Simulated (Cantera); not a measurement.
Cantera run:

```python
import numpy as np
import cantera as ct

gas_names = """
    N NO NO2 NO3 N2 N2O O O2 O3 Si SiN SiO SiO2 Si2 Si2N Si3
""".split()
cond_names = """
    Si(cr) Si(L) SiO2(Lqz) SiO2(hqz) SiO2(L) Si2N2O(s) Si3N4(a)
""".split()


# ... load() reads the species with a 1 bar reference pressure and builds the phases ...
atoms = {
    'Si3N4': {'Si': 3, 'N': 4},
    'O2': {'O': 2},
    'N2': {'N': 2},
}
top_T = {'Si2N2O(s)': 2100, 'Si3N4(a)': 2400}  # K; cautious upper limits of use, not melting points


# ... equilibrate(T, P, feed) seeds the gas with the atoms and calls Mixture.equilibrate('TP', solver="vcs", rtol=1e-11, max_steps=5000) ...
results = []
feed = {'Si3N4': 1, 'O2': 0.38, 'N2': 6.1}  # mol
P = 1000  # Pa
for T in [1725, 1750, 1775, 1800, 1825, 1850, 1875]:
    mix = equilibrate(T, P, feed)
    results.append((T, P, feed, dict(zip(mix.species_names, mix.species_moles))))

top = {s: max(r[3][s] / sum(r[3][g] for g in gas_names) for r in results) for s in gas_names}
cols = sorted((s for s in top if top[s] > 1e-05), key=lambda s: -top[s])[:9]
seen = [c for c in cond_names if any(r[3].get(c, 0) > 1e-12 for r in results)]
print("log10 of partial pressures in bar; condensed amounts in mol")
print(f"{'T/K':>10s}" + "".join(f"{s[:9]:>10s}" for s in cols + seen))
for T, P, feed, n in results:
    ng = sum(n[g] for g in gas_names)
    print(f"{T:10.4g}" + "".join(f"{np.log10(max(n[s] / ng * P / 1e5, 1e-99)):10.3f}" for s in cols)
          + "".join(f"{n.get(c, 0):10.4g}" for c in seen))
```

It prints:

```
log10 of partial pressures in bar; condensed amounts in mol
       T/K        N2       SiO        Si      Si2N       SiN     Si(L) Si2N2O(s)  Si3N4(a)
      1725    -2.003    -4.224    -6.399    -7.815    -7.653         0    0.7217     0.506
      1750    -2.005    -3.975    -6.100    -7.437    -7.391         0    0.6918    0.5159
      1775    -2.008    -3.733    -5.810    -7.068    -7.135         0    0.6396    0.5331
      1800    -2.014    -3.498    -5.526    -6.707    -6.886         0     0.549    0.5629
      1825    -2.031    -3.165    -5.342    -6.549    -6.743     2.057    0.1781         0
      1850    -2.039    -3.067    -5.191    -6.443    -6.626     2.233         0         0
      1875    -2.039    -3.067    -5.043    -6.337    -6.509     2.231         0         0
```

These are equilibrium values from Cantera (NASA tables, ideal gas, pure condensed phases), not measurements of a reactor. Mutual solubility and eutectic melting of coexisting phases are not modelled. The tables' values for SiN are old estimates; treat these amounts as uncertain.
